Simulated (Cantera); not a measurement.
Input (Python, Cantera):

```python
import numpy as np
import cantera as ct

gas = ct.Solution("gri30.yaml")
gas.TPX = 1648, 230000, {'CH4': 1, 'O2': 5.56, 'N2': 20.9, 'H2O': 5.9}
reactor = ct.IdealGasReactor(gas, energy="on", clone=False)
net = ct.ReactorNet([reactor])
net.rtol, net.atol = 1e-08, 1e-16
show = ['CH4', 'O2', 'H2O', 'O', 'C2H4']
times = np.geomspace(1e-06, 3, 16)

steps = ct.SolutionArray(gas, extra=["t"])
rows = []
print(f"{'t/s':>10s}{'T/K':>9s}{'P/Pa':>11s}" + "".join(f"{s:>11s}" for s in show))
for t in times:
    while net.time < t:
        t_next = net.step()
        steps.append(gas.state, t=t_next)
    rows.append([np.interp(t, steps.t, y) for y in (steps.T, steps.P, *steps(*show).X.T)])
    print(f"{t:10.3e}{rows[-1][0]:9.1f}{rows[-1][1]:11.4g}" + "".join(f"{x:11.3e}" for x in rows[-1][2:]))
rate = np.gradient(steps.T, steps.t)
print("integrator steps:", len(steps.t))
if steps.T.max() > steps.T[0] + 200:
    print(f"time of steepest temperature rise: {steps.t[rate.argmax()]:.4e} s")
gas.TPX = 1648, 230000, {'CH4': 1, 'O2': 5.56, 'N2': 20.9, 'H2O': 5.9}
gas.equilibrate("UV")
print(f"equilibrium (UV): T = {gas.T:.1f} K  " + "  ".join(f"{s} {gas[s].X[0]:.3e}" for s in show))
```

It prints:

```
       t/s      T/K       P/Pa        CH4         O2        H2O          O       C2H4
 1.000e-06   1648.0    2.3e+05  2.997e-02  1.667e-01  1.769e-01  6.453e-08  1.697e-12
 2.703e-06   1648.0    2.3e+05  2.997e-02  1.667e-01  1.769e-01  8.720e-08  8.790e-11
 7.305e-06   1647.9    2.3e+05  2.996e-02  1.667e-01  1.769e-01  1.385e-07  3.408e-09
 1.974e-05   1647.9    2.3e+05  2.991e-02  1.666e-01  1.769e-01  3.177e-07  1.299e-07
 5.336e-05   1648.4  2.301e+05  2.956e-02  1.665e-01  1.771e-01  1.304e-06  6.438e-06
 1.442e-04   1915.6  2.717e+05  4.863e-03  1.343e-01  2.062e-01  7.790e-04  5.502e-04
 3.898e-04   2335.2  3.271e+05  1.655e-18  1.047e-01  2.309e-01  1.093e-03  3.910e-28
 1.054e-03   2334.8   3.27e+05  1.678e-19  1.046e-01  2.309e-01  1.091e-03  2.626e-30
 2.848e-03   2333.9  3.269e+05  1.664e-19  1.044e-01  2.309e-01  1.084e-03  2.726e-30
 7.696e-03   2331.4  3.265e+05  1.612e-19  1.039e-01  2.310e-01  1.067e-03  2.577e-30
 2.080e-02   2326.1  3.257e+05  1.499e-19  1.027e-01  2.311e-01  1.030e-03  2.257e-30
 5.622e-02   2318.0  3.246e+05  1.342e-19  1.009e-01  2.313e-01  9.774e-04  1.927e-30
 1.519e-01   2313.9   3.24e+05  1.266e-19  9.999e-02  2.314e-01  9.510e-04  1.742e-30
 4.107e-01   2313.7  3.239e+05  1.261e-19  9.993e-02  2.314e-01  9.495e-04  1.659e-30
 1.110e+00   2313.7  3.239e+05  1.261e-19  9.993e-02  2.314e-01  9.495e-04  1.646e-30
 3.000e+00   2313.7  3.239e+05  1.261e-19  9.993e-02  2.314e-01  9.495e-04  1.669e-30
integrator steps: 1587
time of steepest temperature rise: 1.4505e-04 s
equilibrium (UV): T = 2313.7 K  CH4 1.891e-19  O2 9.993e-02  H2O 2.314e-01  O 9.495e-04  C2H4 2.076e-30
```

Detailed kinetics in Cantera: GRI-Mech 3.0 (53 species, 325 reactions).
